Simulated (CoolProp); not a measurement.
Vapour-liquid equilibrium of methanol (1) + water (2) at 3.07 bar; x and y are mole fractions of (1).

Computed with CoolProp (multi-fluid Helmholtz-energy mixture model, de Reuck 1993 and Wagner 2002; pair parameters Bell 2016).

| x | bubble temperature (K) | y at the bubble point | dew temperature at overall composition x (K) | liquid density (mol/L) |
|---|---|---|---|---|
| 0.05 | 402.5 | 0.170 | 406.1 | 49.17 |
| 0.125 | 396.6 | 0.351 | 403.9 | [?] |
| 0.2 | 391.9 | 0.479 | 401.6 | 42.56 |
| 0.275 | 388.1 | 0.574 | 399.2 | 39.72 |
| 0.35 | 384.9 | 0.647 | 396.6 | 37.15 |
| 0.425 | [?] | 0.707 | 393.9 | 34.81 |
| 0.5 | 379.9 | 0.756 | 391.1 | 32.67 |
| 0.575 | [?] | 0.800 | 388.0 | 30.72 |
| 0.65 | 376.0 | 0.839 | 384.8 | 28.94 |
| 0.725 | 374.2 | 0.875 | 381.4 | 27.30 |
| 0.8 | 372.6 | 0.910 | [?] | 25.80 |
| 0.875 | 371.1 | 0.944 | 374.2 | 24.41 |
| 0.95 | 369.6 | 0.977 | 370.8 | 23.14 |

### Question
Some entries are withheld; supply them.

### Answer

- 0.125, liquid density (mol/L): 45.70
- 0.425, bubble temperature (K): 382.2
- 0.575, bubble temperature (K): 377.8
- 0.8, dew temperature at overall composition x (K): 377.8

No azeotrope shows between x = 0.05 and 0.95.

Pair parameters are fitted to limited data, so mixtures are less certain than the pure fluids.
